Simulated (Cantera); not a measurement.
An isothermal, constant-pressure homogeneous reactor starts with NO : N2 = 1 : 2.5 (molar parts), at 1725 K and 100000 Pa.

Model: GRI-Mech 3.0 (53 species, 325 reactions), integrated in Cantera.

Task: Predict: x(NO) at 50.0 s; x(O) at 50.0 s; x(N2) at 50.0 s; x(N2O) at 50.0 s; x(NO2) at 50.0 s; x(O2) at 50.0 s.

Result: 
| Quantity | Result |
|---|---|
| x(NO) at 50.0 s | 0.0485 (gas-phase equilibrium 0.00274) |
| x(O) at 50.0 s | 2.02e-5 (gas-phase equilibrium 2.20e-5) |
| x(N2) at 50.0 s | 0.833 (gas-phase equilibrium 0.856) |
| x(N2O) at 50.0 s | 1.06e-6 (gas-phase equilibrium 1.66e-7) |
| x(NO2) at 50.0 s | 0.000108 (gas-phase equilibrium 6.63e-6) |
| x(O2) at 50.0 s | 0.119 (gas-phase equilibrium 0.141) |
